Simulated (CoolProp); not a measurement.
Values from CoolProp's reference Helmholtz-energy equation of state, Akasaka 2023.

### Question
For R1336mzz(E), give the phase and the cv (kJ/(kg K)), speed of sound (m/s), expansivity (1/kK) at 245.2 K and 0.646 MPa.

### Answer
- 245.2 K and 0.646 MPa: liquid; cv 0.857, speed of sound 820, expansivity 1.68
